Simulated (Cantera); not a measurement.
Feed: 1 mol SiO2, 5.7 mol C, 0.062 mol CO, at 2325 °C and 0.0350 bar.

These are equilibrium values from Cantera (NASA tables, ideal gas, pure condensed phases), not measurements of a reactor. Candidate condensed phases: C, Si, SiC, SiO2; 20 gas species. Kinetics and transport are ignored.

Base state: CO 0.851, Si 0.0821, SiC2 0.0279, SiO 0.0228, Si2C 0.0150, Si2 0.000753, C3 6.15e-5, SiC 6.06e-5 (mole fractions); condensed: C(graphite) + SiC(s).

**Question.** What changes in the equilibrium state with this change: pressure from 0.0350 bar to 0.00133 bar?

**Answer.** 
```csv
species,before,after
CO,0.851,0.675
Si,0.0821,0.236
SiC2,0.0279,0.0802
SiO,0.0228,0.00198
Si2C,0.0150,0.00470
Si3,3.75e-5,1.29e-6
C3,6.15e-5,0.00161
"C(graphite), mol",2.97,3.19
"SiC(s), mol",0.612,0
```

**Question.** What changes in the equilibrium state with this change: temperature from 2325 °C to 1150 °C?

**Answer.** 
| species | before | after |
|---|---|---|
| CO | 0.851 | 1.000 |
| CO2 | 7.55e-8 | 4.77e-5 |
| SiO | 0.0228 | 4.32e-5 |
| Si | 0.0821 | <1e-9 |
| SiC2 | 0.0279 | <1e-9 |
| Si2C | 0.0150 | <1e-9 |
| Si2 | 0.000753 | <1e-9 |
| C3 | 6.15e-5 | <1e-9 |
| C(graphite), mol | 2.97 | 5.70 |
| SiC(s), mol | 0.612 | 0 |
| SiO2(β-quartz), mol | 0 | 1.000 |
The tables hold silica as quartz up to 1696 K and as liquid above; real silica turns to tridymite and cristobalite and melts near 1996 K.
